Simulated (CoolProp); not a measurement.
Ethane along the isobar 0.486 MPa: fugacity coefficient from the reference equation and from simpler models built on Tc = 305.3 K, pc = 4.872 MPa, ω = 0.099; each cubic takes its own stable root.

The numbers come from the reference Helmholtz-energy equation of state, Bücker 2006 in CoolProp.

```csv
T (K),phase,reference
211.9,liquid,0.6883
231.2,gas,0.9218
250.6,gas,0.9388
269.9,gas,0.9511
289.2,gas,0.9604
308.5,gas,0.9675
327.8,gas,0.9731
347.2,gas,0.9776
366.5,gas,0.9812
385.8,gas,0.9842
405.1,gas,0.9866
424.5,gas,0.9887
```

Question: How far does each simpler model (Redlich-Kwong, Peng-Robinson) lie from the reference over these 12 states: mean and median of the absolute difference, and the worst?

Answer: 
- Redlich-Kwong: mean 0.9 %, median 0.1 %, worst +9.7 % at 211.9 K and 0.486 MPa
- Peng-Robinson: mean 0.3 %, median 0.3 %, worst -0.4 % at 289.2 K and 0.486 MPa
